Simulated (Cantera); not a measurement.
Cantera run, input and output.

```python
import numpy as np
import cantera as ct

gas = ct.Solution("gri30.yaml")
gas.TPX = 1825, 750000, {'CH4': 1, 'CO2': 0.92, 'H2': 0.27}
reactor = ct.IdealGasConstPressureReactor(gas, energy="off", clone=False)
net = ct.ReactorNet([reactor])
net.rtol, net.atol = 1e-08, 1e-18
show = ['CH4', 'CO2', 'H2', 'C2H2', 'H2O', 'C2H', 'C2H4']
times = np.geomspace(0.0003, 2, 9)

steps = ct.SolutionArray(gas, extra=["t"])
rows = []
print(f"{'t/s':>10s}{'T/K':>9s}{'P/Pa':>11s}" + "".join(f"{s:>11s}" for s in show))
for t in times:
    while net.time < t:
        t_next = net.step()
        steps.append(gas.state, t=t_next)
    rows.append([np.interp(t, steps.t, y) for y in (steps.T, steps.P, *steps(*show).X.T)])
    print(f"{t:10.3e}{rows[-1][0]:9.1f}{rows[-1][1]:11.4g}" + "".join(f"{x:11.3e}" for x in rows[-1][2:]))
rate = np.gradient(steps.T, steps.t)
print("integrator steps:", len(steps.t))
if steps.T.max() > steps.T[0] + 200:
    print(f"time of steepest temperature rise: {steps.t[rate.argmax()]:.4e} s")
gas.TPX = 1825, 750000, {'CH4': 1, 'CO2': 0.92, 'H2': 0.27}
gas.equilibrate("TP")
print(f"equilibrium (TP): T = {gas.T:.1f} K  " + "  ".join(f"{s} {gas[s].X[0]:.3e}" for s in show))
```

Result:

```
       t/s      T/K       P/Pa        CH4        CO2         H2       C2H2        H2O        C2H       C2H4
 3.000e-04   1825.0    7.5e+05  2.825e-01  3.397e-01  2.475e-01  4.731e-02  3.282e-02  1.216e-07  1.208e-02
 9.018e-04   1825.0    7.5e+05  1.620e-01  2.352e-01  2.994e-01  9.211e-02  9.792e-02  2.352e-07  7.233e-03
 2.711e-03   1825.0    7.5e+05  6.878e-02  1.014e-01  2.933e-01  1.199e-01  1.929e-01  3.347e-07  5.799e-03
 8.149e-03   1825.0    7.5e+05  3.557e-02  4.738e-02  3.177e-01  1.122e-01  1.986e-01  3.182e-07  5.360e-03
 2.449e-02   1825.0    7.5e+05  3.053e-02  3.305e-02  3.750e-01  8.025e-02  1.436e-01  2.083e-07  4.474e-03
 7.363e-02   1825.0    7.5e+05  2.552e-02  1.884e-02  4.378e-01  4.618e-02  8.318e-02  1.101e-07  2.988e-03
 2.213e-01   1825.0    7.5e+05  1.928e-02  8.436e-03  4.873e-01  2.228e-02  3.793e-02  5.020e-08  1.599e-03
 6.653e-01   1825.0    7.5e+05  1.375e-02  2.826e-03  5.167e-01  1.020e-02  1.290e-02  2.232e-08  7.749e-04
 2.000e+00   1825.0    7.5e+05  1.048e-02  5.323e-04  5.299e-01  5.651e-03  2.450e-03  1.221e-08  4.399e-04
integrator steps: 1718
equilibrium (TP): T = 1825.0 K  CH4 9.597e-03  CO2 1.526e-05  H2 5.330e-01  C2H2 4.683e-03  H2O 7.042e-05  C2H 1.009e-08  C2H4 3.666e-04
```

Model: GRI-Mech 3.0 (53 species, 325 reactions), integrated in Cantera.
